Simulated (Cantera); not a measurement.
An isothermal, constant-pressure homogeneous reactor starts with H₂ : O₂ : N₂ = 0.0065 : 1 : 0.52 (molar parts), equivalence ratio 0.0032, at 1373 K and 0.00237 atm. Integrator tolerance rtol = 1e-08.

Cantera simulation using GRI-Mech 3.0 (53 species, 325 reactions); the numbers are that mechanism's predictions, not measurements. Radical loss at walls, strong at low pressure, is not modelled.

Q: What does this change do: pressure from 0.00237 atm to 0.0263 atm?

A: 
```csv
quantity,before,after
x(H₂) at 2.00 s,1.04e-5 (gas-phase equilibrium 3.20e-8),4.01e-7 (gas-phase equilibrium 9.62e-9)
x(O₂) at 2.00 s,0.651 (gas-phase equilibrium 0.654),0.654 (gas-phase equilibrium 0.654)
x(OH) at 2.00 s,0.000523 (gas-phase equilibrium 2.90e-5),0.000102 (gas-phase equilibrium 1.59e-5)
x(NO) at 2.00 s,1.62e-8 (gas-phase equilibrium 0.000724),1.31e-7 (gas-phase equilibrium 0.000724)
x(HO₂) at 2.00 s,3.59e-8 (gas-phase equilibrium 7.72e-9),5.06e-8 (gas-phase equilibrium 1.41e-8)
```

Q: What does this change do: temperature 1373 to 1175 K?

A: 
```
quantity                                            before                                     after
----------------  ----------------------------------------  ----------------------------------------
x(H₂) at 2.00 s    1.04e-5 (gas-phase equilibrium 3.20e-8)  1.04e-5 (gas-phase equilibrium 8.10e-10)
x(O₂) at 2.00 s        0.651 (gas-phase equilibrium 0.654)       0.652 (gas-phase equilibrium 0.654)
x(OH) at 2.00 s   0.000523 (gas-phase equilibrium 2.90e-5)  0.000296 (gas-phase equilibrium 2.63e-6)
x(NO) at 2.00 s   1.62e-8 (gas-phase equilibrium 0.000724)  2.84e-9 (gas-phase equilibrium 0.000188)
x(HO₂) at 2.00 s   3.59e-8 (gas-phase equilibrium 7.72e-9)   7.95e-8 (gas-phase equilibrium 1.08e-9)
```
